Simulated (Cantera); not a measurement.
Charge: 1 mol BCl3, 2 mol O2, equilibrated at 2473 K and 0.00310 bar.

Cantera equilibrium calculation (NASA polynomials, part measured and part estimated; ideal gas, pure solids and liquids). Candidate condensed phases: B, B2O3; 18 gas species. The tables' values for BOCl are old estimates; treat these amounts as uncertain. The numbers say what is thermodynamically allowed, not how fast it happens.

Base state: Cl 0.573, O2 0.177, O 0.0957, BO2 0.0918, B2O3 0.0386, BO 0.0175, BOCl 0.00678, ClO 0.000151 (mole fractions); condensed: gas only.

**Question.** What changes in the equilibrium state with this change: temperature from 2473 K to 1398.15 K?

**Answer.** 
| species | before | after |
|---|---|---|
| O2 | 0.177 | 0.389 |
| Cl2 | 9.93e-5 | 0.323 |
| Cl | 0.573 | 0.286 |
| BO | 0.0175 | <1e-9 |
| O | 0.0957 | 1.03e-5 |
| BO2 | 0.0918 | 9.69e-5 |
| B2O3 | 0.0386 | 0.000742 |
| BOCl | 0.00678 | 0.000987 |
| B2O2 | 3.01e-5 | <1e-9 |
| BCl3 | 2.00e-9 | 1.48e-5 |
| ClO | 0.000151 | 0.000280 |
| B2O3(l), mol | 0 | 0.496 |
